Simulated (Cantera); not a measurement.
A perfectly stirred reactor is fed with CH₄ : H₂ : O₂ : N₂ = 1 : 0.47 : 5.08 : 48.3 (molar parts), equivalence ratio 0.44, at 4.93 atm; it is adiabatic with a 748 K inlet, and is followed from long to short residence time, starting on the burning branch (τ in s: 0.078, 0.023, 0.007, 0.0021, 0.00063, 0.00019, 5.6e-05, 1.7e-05, 5.1e-06).

Computed with Cantera and GRI-Mech 3.0 (53 species, 325 reactions).

Problem. What does this change do: N2 48.3 to 73 parts?

Solution. 
```csv
quantity,before,after
"blow-out, bracketed by the residence times tried","burning at 78.0 ms, out at 23.0 ms",not reached
x(CH₄) at τ = 78.0 ms,0.000365,0.0126
x(H₂) at τ = 78.0 ms,0.000259,0.00591
x(O₂) at τ = 78.0 ms,0.0542,0.0639
x(O) at τ = 78.0 ms,1.65e-6,<1e-12
x(OH) at τ = 78.0 ms,4.85e-6,<1e-12
x(CH₄) at τ = 0.630 ms,0.0182,0.0126
x(H₂) at τ = 0.630 ms,0.00857,0.00591
x(O₂) at τ = 0.630 ms,0.0926,0.0639
x(O) at τ = 0.630 ms,<1e-12,<1e-12
x(OH) at τ = 0.630 ms,<1e-12,<1e-12
state,not reached,not burning at any residence time tried
```
